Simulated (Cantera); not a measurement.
A perfectly stirred reactor is fed with CH₃OH : O₂ : N₂ : CO₂ = 1 : 2.42 : 9.44 : 0.31 (molar parts), at 510 Torr; it is adiabatic with a 525 K inlet, and is followed from long to short residence time, starting on the burning branch (τ in s: 0.027, 0.012, 0.0055, 0.0025, 0.0011, 0.00051, 0.00023, 0.0001, 4.7e-05).

Cantera simulation using GRI-Mech 3.0 (53 species, 325 reactions); the numbers are that mechanism's predictions, not measurements. GRI-Mech 3.0 was tuned for natural gas; its chemistry of methanol as a main component is partial and can be far from experiment.

Task: What does this change do: N2 9.44 to 14 parts?

Result: 
| quantity | before | after |
|---|---|---|
| blow-out, bracketed by the residence times tried | burning at 0.510 ms, out at 0.230 ms | burning at 2.50 ms, out at 1.10 ms |
| x(CH₃OH) at τ = 27.0 ms | 7.72e-6 | 1.71e-5 |
| x(O₂) at τ = 27.0 ms | 0.0675 | 0.0509 |
| x(CO₂) at τ = 27.0 ms | 0.0936 | 0.0702 |
| x(H₂O) at τ = 27.0 ms | 0.144 | 0.109 |
| x(CO) at τ = 27.0 ms | 0.00197 | 0.00150 |
| x(CH₃OH) at τ = 1.10 ms | 7.33e-5 | 0.0564 |
| x(O₂) at τ = 1.10 ms | 0.0714 | 0.136 |
| x(CO₂) at τ = 1.10 ms | 0.0840 | 0.0175 |
| x(H₂O) at τ = 1.10 ms | 0.139 | <1e-12 |
| x(CO) at τ = 1.10 ms | 0.0107 | <1e-12 |
